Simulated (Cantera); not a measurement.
# Counterflow diffusion flame

A counterflow diffusion flame at 0.355 atm, nozzles 20 mm apart: fuel side CH4 : H2 = 1 : 0.25 (molar parts) at 400 K, oxidiser side O2 : N2 = 0.25 : 0.75 (molar parts) at 498 K, fuel mass flux 0.69 times the oxidiser's; mixture-averaged transport, no radiation.

Model: GRI-Mech 3.0 (53 species, 325 reactions), integrated in Cantera. GRI-Mech 3.0 has no aromatics or soot, which form on the fuel side of real flames. The maximum strain rate includes the flame's own expansion and is several times the mean.

```tsv
oxidiser flux (kg/m²/s)	max strain (1/s)	mean strain (1/s)	T max (K)	peak x OH	peak x H	peak x NO	peak x CO	peak x C2H2
0.22	437	96.6	2132	0.0134	0.0123	0.000218	0.0697	0.0159
0.27	523	119	2121	0.0132	0.0125	0.000199	0.0690	0.0156
0.35	661	154	2109	0.0129	0.0127	0.000175	0.0682	0.0151
0.44	812	193	2096	0.0126	0.0129	0.000154	0.0676	0.0146
0.56	1010	246	2080	0.0121	0.0130	0.000132	0.0672	0.0139
0.72	1270	316	2063	0.0117	0.0130	0.000109	0.0670	0.0130
0.91	1580	399	2044	0.0111	0.0130	8.81e-5	0.0670	0.0119
1.2	2040	527	2018	0.0104	0.0127	6.50e-5	0.0673	0.0104
1.5	2500	659	1990	0.00957	0.0122	4.73e-5	0.0677	0.00885
1.9	3100	834	1950	0.00846	0.0113	2.99e-5	0.0679	0.00687
```
x: mole fraction; the columns are a selection and need not sum to one.
